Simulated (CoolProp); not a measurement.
Vapour-liquid equilibrium of acetone (1) + n-decane (2) at 314 kPa; x and y are mole fractions of (1).

The numbers come from the multi-fluid Helmholtz-energy mixture model, Lemmon 2006 and Lemmon 2006; pair parameters Bell 2016 in CoolProp.

```tsv
x	bubble temperature, mixture model (K)	bubble temperature, Raoult's law (K)	y, mixture model	y, Raoult's law
0.05	471.7	472.8	0.416	0.437
0.125	438.4	447.6	0.748	0.716
0.2	416.0	430.3	0.872	0.836
0.275	[?]	417.7	0.923	0.897
0.35	[?]	407.8	0.946	0.932
0.425	387.1	399.9	[?]	0.953
0.5	383.2	393.4	0.966	0.968
0.575	380.2	387.8	0.971	0.977
0.65	377.9	383.0	0.976	0.984
0.725	375.7	378.7	0.980	0.990
0.8	373.4	375.0	0.984	0.993
0.875	[?]	371.6	[?]	0.996
0.95	368.5	368.5	0.995	0.999
```

What belongs in the gaps?


- 0.275, bubble temperature, mixture model (K): 401.9
- 0.35, bubble temperature, mixture model (K): 392.9
- 0.425, y, mixture model: 0.958
- 0.875, bubble temperature, mixture model (K): 371.1
- 0.875, y, mixture model: 0.989

The largest gap from Raoult's law is -15.8 K in bubble temperature, at x = 0.275. No azeotrope shows between x = 0.05 and 0.95.

Pair parameters are fitted to limited data, so mixtures are less certain than the pure fluids.
